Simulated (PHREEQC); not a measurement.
1 kg of water meets 20 L of dry gas (CO2 0.64, N2 0.36 by moles) at fixed total pressure, at 5 atm; fugacities by Peng-Robinson. The gases take part in no redox reaction, some water evaporates into the gas, and hydrates or a liquid gas phase aren't modelled. Nothing may precipitate in this run.

Model: ion-association model, phreeqc.dat, run in PHREEQC.

```tsv
T (°C)	dissolved CO2 (all carbonate carbon) (mol/kgw)	φ of CO2	p of CO2 (atm)	dissolved N2 (mol/kgw)	φ of N2	p of N2 (atm)	pH
10	0.163	0.969	3.12	0.00158	1.001	1.86	3.63
20	0.119	0.972	3.13	0.00132	1.002	1.84	3.65
30	0.0913	0.975	3.13	0.00114	1.002	1.82	3.68
40	0.0724	0.977	3.12	0.00101	1.002	1.81	3.72
50	0.0591	0.979	3.09	0.000916	1.002	1.78	3.76
60	0.0493	0.981	3.05	0.000847	1.003	1.75	3.80
70	0.0419	0.983	2.98	0.000794	1.003	1.71	3.84
80	0.0359	0.984	2.88	0.000749	1.004	1.64	3.89
90	0.0309	0.986	2.73	0.000708	1.005	1.56	3.95
```

At this temperature some constants are extrapolated from 25 °C, and those without enthalpy data are left unchanged.
